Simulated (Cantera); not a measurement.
N2O furnace oxynitridation

An isothermal, constant-pressure homogeneous reactor starts with 53.8 % N2O, 46.2 % O2, at 1098 K and 1.00 bar.

Detailed kinetics in Cantera: GRI-Mech 3.0 (53 species, 325 reactions). GRI-Mech 3.0 was tuned for natural gas; its chemistry of N2O as a main component is partial and can be far from experiment. The mechanism lacks the step 2 NO + O2 → 2 NO2, which can matter for NO2 below about 1400 K. The temperature is held fixed by assumption; the heat of reaction is taken as removed at once.

| t (s) | x N2O | x O2 | x NO2 | x N2 | x NO | x O |
|---|---|---|---|---|---|---|
| 2.00e-5 | 0.538 | 0.462 | <1e-12 | 5.24e-7 | 2.17e-8 | 2.14e-7 |
| 5.52e-5 | 0.538 | 0.462 | <1e-12 | 1.73e-6 | 1.01e-7 | 2.91e-7 |
| 0.000153 | 0.538 | 0.462 | 4.73e-12 | 5.24e-6 | 3.46e-7 | 3.00e-7 |
| 0.000421 | 0.538 | 0.462 | 4.16e-11 | 1.50e-5 | 1.03e-6 | 3.00e-7 |
| 0.00116 | 0.538 | 0.462 | 3.33e-10 | 4.18e-5 | 2.90e-6 | 3.00e-7 |
| 0.00321 | 0.537 | 0.462 | 2.57e-9 | 0.000116 | 8.09e-6 | 3.00e-7 |
| 0.00887 | 0.537 | 0.462 | 1.91e-8 | 0.000321 | 2.24e-5 | 3.00e-7 |
| 0.0245 | 0.536 | 0.463 | 1.35e-7 | 0.000885 | 6.17e-5 | 3.00e-7 |
| 0.0676 | 0.534 | 0.463 | 8.54e-7 | 0.00244 | 0.000170 | 3.00e-7 |
| 0.187 | 0.529 | 0.464 | 4.22e-6 | 0.00668 | 0.000462 | 2.98e-7 |
| 0.516 | 0.514 | 0.467 | 1.50e-5 | 0.0181 | 0.00124 | 2.93e-7 |
| 1.42 | 0.476 | 0.474 | 4.26e-5 | 0.0471 | 0.00320 | 2.80e-7 |
| 3.93 | 0.390 | 0.490 | 0.000102 | 0.113 | 0.00741 | 2.48e-7 |
| 10.9 | 0.242 | 0.518 | 0.000195 | 0.226 | 0.0138 | 1.83e-7 |
| 30.0 | 0.0869 | 0.548 | 0.000272 | 0.346 | 0.0186 | 8.82e-8 |
x: mole fraction; the columns are a selection and need not sum to one.

Equilibrium at this temperature and pressure: N2O 5.63e-9, O2 0.576, NO2 4.87e-6, N2 0.424, NO 0.000102, O 1.81e-9 (gas phase only).
